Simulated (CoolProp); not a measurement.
A Linde-Hampson liquefier for nitrogen: isothermal reversible compression at 250 K from 1 atm to 40 MPa, throttling to 1 atm, return gas leaving the recuperator 2 K below the feed. Each further row changes one setting.

Model: reference Helmholtz-energy equation of state, Span 2000, in CoolProp.

| case | liquid yield per pass | compression work (kJ/kg of gas) |
|---|---|---|
| as stated | … | 443 |
| high pressure 80 MPa | … | … |
| warm-end temperature 280 K | … | … |
| warm-end gap 7 K | … | 443 |

Q: Some entries are withheld; supply them.

A: 
- as stated, liquid yield per pass: 0.150
- high pressure 80 MPa, liquid yield per pass: 0.103
- high pressure 80 MPa, compression work (kJ/kg of gas): 521
- warm-end temperature 280 K, liquid yield per pass: 0.109
- warm-end temperature 280 K, compression work (kJ/kg of gas): 503
- warm-end gap 7 K, liquid yield per pass: 0.138
